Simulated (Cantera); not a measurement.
Feed: 1 mol B2O3, 5.5 mol HCl, 27 mol N2, held at 1.00 bar.

These are equilibrium values from Cantera (NASA tables, ideal gas, pure condensed phases), not measurements of a reactor. Candidate condensed phases: B, BN, B2O3, B3O3H3, H2O, NH4Cl; 49 gas species. Rates play no part.

Problem. At 1150 K, list the 5 most abundant gas species with their mole fractions, and the condensed phases.

Solution. N2 0.831, HCl 0.169, H2O 9.21e-5, BCl3 4.95e-5, B3O3Cl3 1.30e-5. Condensed: B2O3(l).
